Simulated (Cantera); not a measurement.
# Thermodynamics of silicon epitaxy and polysilicon growth, feed SiCl₄ + N₂

A closed system holds: 1 mol SiCl₄, 7.5 mol N₂, equilibrated at 0.00940 bar.

These are equilibrium values from Cantera (NASA tables, ideal gas, pure condensed phases), not measurements of a reactor. Candidate condensed phases: Si, Si₃N₄; 13 gas species. The tables' values for SiCl₃ are old estimates; treat these amounts as uncertain. Rates play no part.

| T (K) | log p N₂ | log p SiCl₄ | log p Cl | log p SiCl₃ | log p SiCl₂ | log p Cl₂ | log p SiCl |
|---|---|---|---|---|---|---|---|
| 1323 | -2.08 | -2.96 | -5.27 | -5.27 | -6.84 | -6.89 | <-14 |
| 1348 | -2.08 | -2.96 | -5.12 | -5.13 | -6.60 | -6.78 | -13.88 |
| 1373 | -2.08 | -2.96 | -4.98 | -4.99 | -6.36 | -6.68 | -13.44 |
| 1398 | -2.08 | -2.96 | -4.84 | -4.87 | -6.14 | -6.57 | -13.02 |
| 1423 | -2.08 | -2.96 | -4.71 | -4.74 | -5.93 | -6.47 | -12.62 |
| 1448 | -2.08 | -2.97 | -4.58 | -4.63 | -5.72 | -6.37 | -12.23 |
| 1473 | -2.08 | -2.97 | -4.45 | -4.52 | -5.53 | -6.28 | -11.86 |
| 1498 | -2.08 | -2.98 | -4.33 | -4.41 | -5.34 | -6.18 | -11.50 |
| 1523 | -2.08 | -2.98 | -4.21 | -4.31 | -5.16 | -6.09 | -11.16 |
| 1548 | -2.08 | -2.99 | -4.10 | -4.21 | -4.99 | -6.00 | -10.83 |
| 1573 | -2.09 | -3.00 | -3.99 | -4.12 | -4.83 | -5.92 | -10.51 |
| 1598 | -2.09 | -3.01 | -3.88 | -4.04 | -4.67 | -5.83 | -10.21 |
| 1623 | -2.09 | -3.02 | -3.78 | -3.96 | -4.52 | -5.76 | -9.92 |
log p: log10 of the partial pressure in bar; nothing condenses.

From 1323 K to 1623 K nothing is condensed. The main Si-bearing gas is SiCl₄ throughout.
